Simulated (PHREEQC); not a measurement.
A solution holds 0.024 mol Pb(NO3)2, 0.011 mol NiCl2, 0.24 mol H2SO4 and 0.11 mol Na2SO4 per kg of water, at 20 °C. Closed to the air; pH follows from the charge balance.

All values are PHREEQC results (ion-association model, wateq4f.dat), not measurements.

This is a speciation only: nothing precipitates in the calculation.

### Question
Estimate the pH, activity of water, ionic strength.

### Answer
pH 0.77; activity of water 0.985; ionic strength 0.533 mol/kgw.

### Question
In which forms is S present?

### Answer
HSO4- 74 %, SO4-2 16 %, NaSO4- 3.5 %, PbSO4 3.4 %, Pb(SO4)2-2 1.6 %, NiSO4 1.1 % of the S.

The solution is supersaturated, for example in Anglesite, so a real one may precipitate; this is no full list.
